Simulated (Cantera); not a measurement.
Standard-state values (1 bar) from the NASA 1993 polynomials, evaluated with Cantera. Values are per mole of reaction as written; species without (g) are pure solids or liquids, kept so even where they would boil at 1 bar.

Problem. Between 450 and 1250 K, where is each reaction favourable under standard conditions?
- 2 BF3(g) + 2 B2O3(g) = 6 F(g) + 3 B2O2(g)

Solution. 
- 2 BF3(g) + 2 B2O3(g) = 6 F(g) + 3 B2O2(g): ΔG° is 2777 kJ at 450 K and 2257 kJ at 1250 K; it stays positive (K < 1). ΔH° is 3082 kJ and ΔS° 660 J/K at 1250 K.
